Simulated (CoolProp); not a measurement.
C2F6 (R116) along the isotherm 333.2 K: Z from the reference equation and from simpler models built on Tc = 293.0 K, pc = 30.48 bar, ω = 0.257; each cubic takes its own stable root.

Model: reference Helmholtz-energy equation of state, Lemmon 2006, in CoolProp. It is a short technical equation, of lower accuracy than the large ones.

```json
[
 {"p (bar)": "1.39", "phase": "gas", "reference": "0.9902"},
 {"p (bar)": "2.77", "phase": "gas", "reference": "0.9804"},
 {"p (bar)": "4.16", "phase": "gas", "reference": "0.9704"},
 {"p (bar)": "5.54", "phase": "gas", "reference": "0.9604"},
 {"p (bar)": "6.93", "phase": "gas", "reference": "0.9501"},
 {"p (bar)": "8.31", "phase": "gas", "reference": "0.9399"},
 {"p (bar)": "9.7", "phase": "gas", "reference": "0.9294"},
 {"p (bar)": "11.1", "phase": "gas", "reference": "0.9187"},
 {"p (bar)": "12.5", "phase": "gas", "reference": "0.9079"},
 {"p (bar)": "13.9", "phase": "gas", "reference": "0.8969"},
 {"p (bar)": "15.2", "phase": "gas", "reference": "0.8866"}
]
```

Task: How far does each simpler model (Pitzer virial, van der Waals, Redlich-Kwong, Soave-Redlich-Kwong, Peng-Robinson) lie from the reference over these 11 states: mean and median of the absolute difference, and the worst?

Result: 
- Pitzer virial: mean 0.1 %, median 0.1 %, worst +0.4 % at 333.2 K and 15.2 bar
- van der Waals: mean 0.2 %, median 0.2 %, worst -0.6 % at 333.2 K and 15.2 bar
- Redlich-Kwong: mean 0.6 %, median 0.6 %, worst -1.2 % at 333.2 K and 15.2 bar
- Soave-Redlich-Kwong: mean 0.0 %, median 0.1 %, worst -0.1 % at 333.2 K and 8.31 bar
- Peng-Robinson: mean 1.0 %, median 1.0 %, worst -1.8 % at 333.2 K and 15.2 bar
